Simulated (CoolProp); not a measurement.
n-undecane along the isobar 2.6 MPa: fugacity coefficient from the reference equation and from simpler models built on Tc = 638.8 K, pc = 1.990 MPa, ω = 0.539; each cubic takes its own stable root.

Model: reference Helmholtz-energy equation of state, Aleksandrov 2011, in CoolProp. It is a short technical equation, of lower accuracy than the large ones.

```
T (K)   phase  reference  van der Waals  Redlich-Kwong  Soave-Redlich-Kwong  Peng-Robinson
-----  ------  ---------  -------------  -------------  -------------------  -------------
266.5  liquid   1.758e-6       0.008654      0.0001290             1.795e-6       2.336e-6
294.1  liquid   2.027e-5        0.01755      0.0006758             2.010e-5       2.409e-5
321.6  liquid  0.0001398        0.03137       0.002465            0.0001376      0.0001552
349.2  liquid  0.0006669        0.05109       0.006960            0.0006597      0.0007110
376.8  liquid   0.002388        0.07724        0.01617             0.002391       0.002491
404.3  liquid   0.006825         0.1099        0.03226             0.006940       0.007048
431.9  liquid    0.01644         0.1492        0.05742              0.01699        0.01693
459.5  liquid    0.03439         0.1946        0.09313              0.03609        0.03547
487    liquid    0.06402         0.2453         0.1399              0.06810        0.06629
514.6  liquid     0.1087         0.3009         0.1979               0.1169         0.1130
542.2  liquid     0.1704         0.3601         0.2659               0.1848         0.1779
```
